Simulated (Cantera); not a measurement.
## Equilibrium for silicon etching in halogen gases: Si + HBr

Feed: 1 mol Si, 4.8 mol HBr, at 19.0 mbar.

Equilibrium computed with Cantera from the NASA thermochemical tables; the gas is ideal and each condensed phase is pure. Candidate condensed phases: Br2, Si; 19 gas species. The tables' values for SiBr3 are old estimates; treat these amounts as uncertain. Kinetics and transport are ignored.

From 550 K to 1150 K nothing is condensed. The main Si-bearing gas is SiBr4 throughout.

| T (K) | x H2 | x SiBr4 | x HBr | x SiBr2 |
|---|---|---|---|---|
| 550 | 0.526 | 0.263 | 0.211 | <1e-12 |
| 625 | 0.526 | 0.263 | 0.211 | <1e-12 |
| 700 | 0.526 | 0.263 | 0.211 | 2.38e-10 |
| 775 | 0.526 | 0.263 | 0.211 | 2.62e-8 |
| 850 | 0.526 | 0.263 | 0.211 | 1.23e-6 |
| 925 | 0.525 | 0.262 | 0.212 | 3.03e-5 |
| 1000 | 0.523 | 0.259 | 0.215 | 0.000445 |
| 1075 | 0.514 | 0.251 | 0.224 | 0.00400 |
| 1150 | 0.486 | 0.225 | 0.257 | 0.0196 |
x: gas mole fraction; nothing condenses.
